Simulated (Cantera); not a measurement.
What does this Cantera script print?

```python
import numpy as np
import cantera as ct

gas_names = """
    B BH BH2 BH3 BN BO BO2 B2 B2O B2O2 B2O3 B3O3H3 H HBO HBO2 HNO HNO2 HNO3 HO2 H2 H2O H2O2 H3B3O6 N NH
    NH2 NH3 NH2OH NO NO2 NO3 N2 N2H2 N2H4 N2O O OH O2 O3
""".split()
cond_names = """
    B(b) B(L) BN(s) B2O3(L) B3O3H3(cr) H2O(s) H2O(L)
""".split()


# ... load() reads the species with a 1 bar reference pressure and builds the phases ...
atoms = {
    'B2O3': {'B': 2, 'O': 3},
    'O2': {'O': 2},
    'NH3': {'N': 1, 'H': 3},
}
top_T = {'BN(s)': 3200}  # K; cautious upper limits of use, not melting points


# ... equilibrate(T, P, feed) seeds the gas with the atoms and calls Mixture.equilibrate('TP', solver="vcs", rtol=1e-11, max_steps=5000) ...
results = []
T = 1525  # K
P = 1000  # Pa
for m in [0.51, 1.4, 2.3, 3.1, 4, 4.9, 5.8, 6.6, 7.5, 8.4, 9.3]:
    feed = {'B2O3': 1, 'O2': 4.1, 'NH3': m}  # mol
    mix = equilibrate(T, P, feed)
    results.append((T, P, feed, dict(zip(mix.species_names, mix.species_moles))))

top = {s: max(r[3][s] / sum(r[3][g] for g in gas_names) for r in results) for s in gas_names}
cols = sorted((s for s in top if top[s] > 0.0001), key=lambda s: -top[s])[:9]
seen = [c for c in cond_names if any(r[3].get(c, 0) > 1e-12 for r in results)]
print("log10 of partial pressures in bar; condensed amounts in mol")
print(f"{'n(NH3)':>10s}" + "".join(f"{s[:9]:>10s}" for s in cols + seen))
for T, P, feed, n in results:
    ng = sum(n[g] for g in gas_names)
    print(f"{feed['NH3']:10.4g}" + "".join(f"{np.log10(max(n[s] / ng * P / 1e5, 1e-99)):10.3f}" for s in cols)
          + "".join(f"{n.get(c, 0):10.4g}" for c in seen))
```

Output:

```
log10 of partial pressures in bar; condensed amounts in mol
    n(NH3)        O2       H2O        H2        N2      HBO2      B2O3        NO        OH       BO2   B2O3(L)
      0.51    -2.129    -2.983    -7.498    -3.295    -3.012    -4.445    -5.182    -5.368    -5.307    0.7375
       1.4    -2.320    -2.595    -7.016    -2.960    -2.818    -4.445    -5.109    -5.222    -5.354    0.4923
       2.3    -2.512    -2.447    -6.771    -2.827    -2.744    -4.445    -5.139    -5.195    -5.402     0.276
       3.1    -2.701    -2.372    -6.602    -2.759    -2.707    -4.445    -5.199    -5.205    -5.449   0.09246
         4    -2.965    -2.303    -6.401    -2.704    -2.718    -4.536    -5.304    -5.237    -5.561         0
       4.9    -3.425    -2.246    -6.114    -2.661    -2.761    -4.679    -5.513    -5.323    -5.747         0
       5.8    -8.841    -2.242    -3.402    -2.638    -2.809    -4.780    -8.209    -6.675    -7.152         0
       6.6    -9.904    -2.294    -2.922    -2.634    -2.861    -4.832    -8.738    -6.967    -7.443         0
       7.5   -10.412    -2.346    -2.720    -2.630    -2.913    -4.884    -8.990    -7.120    -7.596         0
       8.4   -10.730    -2.392    -2.607    -2.627    -2.959    -4.930    -9.148    -7.223    -7.699         0
       9.3   -10.962    -2.434    -2.533    -2.625    -3.001    -4.972    -9.263    -7.302    -7.778         0
```

Method: chemical equilibrium by Gibbs-energy minimisation in Cantera with the NASA 1993 tables (ideal gas, pure condensed phases). Gases not in the tables: H3BO3.
